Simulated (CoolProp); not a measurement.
A closed Brayton cycle with carbon dioxide: compressor inlet 319.15 K and 9.1 MPa, high pressure 25.5 MPa, turbine inlet 765 K, compressor efficiency 0.89, turbine efficiency 0.93, recuperator effectiveness 0.8 (on enthalpy, no pinch check). Each further row changes one setting.

Model: reference Helmholtz-energy equation of state, Span 1996, in CoolProp.

```tsv
case	thermal efficiency (%)	net work (kJ/kg)	compressor to turbine work	compressor exit (K)	turbine exit (K)
as stated	30.4	86.7	0.32	387.5	643.3
turbine inlet 715 K	29.0	76.7	0.35	387.5	597.9
compressor inlet 329.15 K	29.3	77.0	0.40	411.9	643.3
high pressure 21.7 MPa	28.6	76.4	0.30	376.7	661.9
recuperator effectiveness 0.5	23.1	86.7	0.32	387.5	643.3
```
